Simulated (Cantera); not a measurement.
Charge: 1 mol n-butane, 0.026 mol H₂O, 39 mol N₂, held at 1.33 mbar.

Method: chemical equilibrium by Gibbs-energy minimisation in Cantera with the NASA 1993 tables (ideal gas, pure condensed phases). Candidate condensed phases: C, C₆H₆, C₇H₈, C₈H₁₈, H₂O; 136 gas species. Kinetics and transport are ignored.

Problem. What share of the C ends up in condensed phases as a function of T (K), at 1598, 1648, 1698, 1748, 1798, 1848, 1898, 1948, 1998, 2048?

Solution. 
```json
[
 {"T (K)": "1598", "C condensed (%)": "98.6", "as": "C(graphite)"},
 {"T (K)": "1648", "C condensed (%)": "98.4", "as": "C(graphite)"},
 {"T (K)": "1698", "C condensed (%)": "98.0", "as": "C(graphite)"},
 {"T (K)": "1748", "C condensed (%)": "97.6", "as": "C(graphite)"},
 {"T (K)": "1798", "C condensed (%)": "97.1", "as": "C(graphite)"},
 {"T (K)": "1848", "C condensed (%)": "96.5", "as": "C(graphite)"},
 {"T (K)": "1898", "C condensed (%)": "95.8", "as": "C(graphite)"},
 {"T (K)": "1948", "C condensed (%)": "95.0", "as": "C(graphite)"},
 {"T (K)": "1998", "C condensed (%)": "94.0", "as": "C(graphite)"},
 {"T (K)": "2048", "C condensed (%)": "92.9", "as": "C(graphite)"}
]
```
